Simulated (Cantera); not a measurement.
What does this Cantera script print?

```python
import numpy as np
import cantera as ct

gas = ct.Solution("gri30.yaml", transport_model="mixture-averaged")
show = ['NO', 'O', 'H2']

rows = []
print(f"{'T/K':>7s}{'rho':>11s}{'cp':>10s}{'mu':>11s}{'lambda':>11s}{'Pr':>7s}" + "".join(f"{'D_' + s:>11s}" for s in show))
for T in [400, 500, 600, 700, 800, 900, 1000, 1100]:
    gas.TPX = T, 120, {'N2': 0.14, 'N2O': 0.096, 'NO': 0.8}
    Pr = gas.cp_mass * gas.viscosity / gas.thermal_conductivity
    D = [gas.mix_diff_coeffs_mole[gas.species_index(s)] for s in show]
    rows.append([gas.density, gas.cp_mass, gas.viscosity, gas.thermal_conductivity, Pr, *D])
    print(f"{T:7g}{gas.density:11.4e}{gas.cp_mass:10.1f}{gas.viscosity:11.4e}"
          f"{gas.thermal_conductivity:11.4e}{Pr:7.3f}" + "".join(f"{d:11.4e}" for d in D))
print("SI units: kg/m3, J/kg/K, Pa s, W/m/K, m2/s")
```

Result:

```
    T/K        rho        cp         mu     lambda     Pr       D_NO        D_O       D_H2
    400 1.1198e-03    1000.7 2.2591e-05 3.1741e-02  0.712 2.5385e-02 4.3552e-02 1.0523e-01
    500 8.9583e-04    1024.8 2.6528e-05 3.8279e-02  0.710 3.7433e-02 6.3796e-02 1.5319e-01
    600 7.4652e-04    1052.9 3.0126e-05 4.4699e-02  0.710 5.1195e-02 8.6880e-02 2.0785e-01
    700 6.3988e-04    1081.7 3.3472e-05 5.0948e-02  0.711 6.6554e-02 1.1262e-01 2.6877e-01
    800 5.5989e-04    1108.8 3.6622e-05 5.7008e-02  0.712 8.3418e-02 1.4087e-01 3.3564e-01
    900 4.9768e-04    1132.8 3.9613e-05 6.2880e-02  0.714 1.0172e-01 1.7151e-01 4.0818e-01
   1000 4.4791e-04    1153.3 4.2474e-05 6.8570e-02  0.714 1.2138e-01 2.0445e-01 4.8617e-01
   1100 4.0720e-04    1168.5 4.5223e-05 7.4085e-02  0.713 1.4238e-01 2.3960e-01 5.6941e-01
SI units: kg/m3, J/kg/K, Pa s, W/m/K, m2/s
```

Model: GRI-Mech 3.0 (53 species, 325 reactions), integrated in Cantera. The composition is frozen, though it would react at the higher temperatures.
